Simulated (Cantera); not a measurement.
Cantera run:

```python
import numpy as np
import cantera as ct

gas_names = """
    H HO2 H2 H2O H2O2 Nb NbO NbO2 O OH O2 O3
""".split()
cond_names = """
    H2O(s) H2O(L) Nb(cr) Nb(L) NbO(s) NbO(L) NbO2(I) NbO2(II) NbO2(III) NbO2(L) Nb2O5(s) Nb2O5(L)
""".split()


def load(file, names, dense=False):
    # The tables refer to 1 bar. Condensed volumes are neglected.
    table = {s.name: s for s in ct.Species.list_from_file(file)}
    out = []
    for n in names:
        d = dict(table[n].input_data)
        d["thermo"] = dict(d["thermo"], **{"reference-pressure": 1e5})
        if dense:
            d["equation-of-state"] = {"model": "constant-volume", "density": "1e6 g/cm^3"}
        out.append(ct.Species.from_dict(d))
    return out


gas = ct.Solution(thermo="ideal-gas", species=load("nasa_gas.yaml", gas_names))
cond = {s.name: ct.Solution(thermo="fixed-stoichiometry", species=[s], name=s.name)
        for s in load("nasa_condensed.yaml", cond_names, dense=True)}
atoms = {
    'Nb': {'Nb': 1},
    'O2': {'O': 2},
    'H2': {'H': 2},
}
top_T = {}  # K; cautious upper limits of use, not melting points


def equilibrate(T, P, feed):
    n = {}
    for name, mol in feed.items():
        for a, k in atoms[name].items():
            n[a] = n.get(a, 0.0) + k * mol
    gas.TPX = T, P, n
    mass = sum(n.values()) * gas.mean_molecular_weight
    gas.equilibrate("TP")
    valid = [c for c in cond.values() if c.min_temp <= T <= top_T.get(c.name, c.max_temp)]
    mix = ct.Mixture([(gas, mass / gas.mean_molecular_weight)] + [(c, 0.0) for c in valid])
    mix.T, mix.P = T, P
    mix.equilibrate("TP", solver="vcs", rtol=1e-11, max_steps=5000)
    return mix


results = []
feed = {'Nb': 1, 'O2': 1.3, 'H2': 87}  # mol
T = 950  # K
P = 52  # Pa
mix = equilibrate(T, P, feed)
results.append((T, P, feed, dict(zip(mix.species_names, mix.species_moles))))
print(gas.report(threshold=0.001))
for i in range(1, mix.n_phases):
    print(f"{mix.phase(i).name:16s} {mix.phase_moles(i):12.5e} mol")
```

Result:

```
       temperature   950 K
          pressure   52 Pa
           density   1.3653e-05 kg/m^3
  mean mol. weight   2.0739 kg/kmol
   phase of matter   gas

                          1 kg             1 kmol
                     ---------------   ---------------
          enthalpy        8.8347e+06        1.8322e+07  J
   internal energy         5.026e+06        1.0423e+07  J
           entropy        1.0994e+05          2.28e+05  J/K
    Gibbs function       -9.5607e+07       -1.9828e+08  J
 heat capacity c_p             14536             30146  J/K
 heat capacity c_v             10527             21832  J/K

                      mass frac. Y      mole frac. X     chem. pot. / RT
                     ---------------   ---------------   ---------------
                H2           0.96858           0.99638           -24.945
               H2O          0.031415         0.0036165           -68.506
     [  +10 minor]        1.1838e-08        2.4353e-08

Nb(cr)            0.00000e+00 mol
NbO(s)            0.00000e+00 mol
NbO2(I)           4.29268e-01 mol
Nb2O5(s)          2.85366e-01 mol
```

These are equilibrium values from Cantera (NASA tables, ideal gas, pure condensed phases), not measurements of a reactor. Condensed phases not in the tables: the oxides between NbO2 and Nb2O5.
